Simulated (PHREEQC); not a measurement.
0.82 g of hydrous ferric oxide (600 m²/g; 0.2 weak and 0.005 strong sites per Fe, Dzombak-Morel constants, diffuse double layer) in 1 kg of water with 0.05 mol/kgw of an inert sodium salt and 0.3 mmol/kgw NiCl2, at 25 °C; the pH is set by adding NaOH or the inert anion's acid. Oxygen alone is held at its pressure in air (log pO2 = -0.68). No CO2 enters from the air. No solid was allowed to form.

The series has 13 steps of pH, from 4 to 10.

The numbers come from PHREEQC with the ion-association model, wateq4f.dat.

### Question
Near which pH is half of the Ni sorbed, and on which side is more sorbed?

### Answer
Near pH 6.8, with more sorbed at higher pH.

### Question
At which pH does the surface charge pass through zero?

### Answer
Near pH 8.5.

Species that the database lacks are ignored.
